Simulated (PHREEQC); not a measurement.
A solution holds 0.0027 mol HF, 0.003 mol H2SiF6, 0.00064 mol HBF4 and 0.00011 mol HNO3 per kg of water, at 25 °C. Closed to the air; pH follows from the charge balance.

The numbers come from PHREEQC with the ion-association model, phreeqc.dat.

* **pH**: 2.21
* **ionic strength**: 0.00960 mol/kgw
* **total alkalinity**: -23.4 meq/kg

| species | molality | activity | log γ |
|---|---|---|---|
| H+ | 0.00674 | 0.00616 | -0.039 |
| HF | 0.00397 | 0.00398 | 0.001 |
| SiF6-2 | 0.00286 | 0.00193 | -0.172 |
| F- | 0.000478 | 0.000431 | -0.045 |
| BF4- | 0.000374 | 0.000338 | -0.044 |
| H3BO3 | 0.000220 | 0.000220 | 0.001 |
| H4SiO4 | 0.000138 | 0.000138 | 0.001 |

This is a speciation only: nothing precipitates in the calculation. The solution is supersaturated, for example in Quartz (slow to form), so a real one may precipitate; this is no full list. SiF6-2 is the database's only silicon fluoride. Real BF4- forms and hydrolyses slowly; the run takes it at equilibrium.
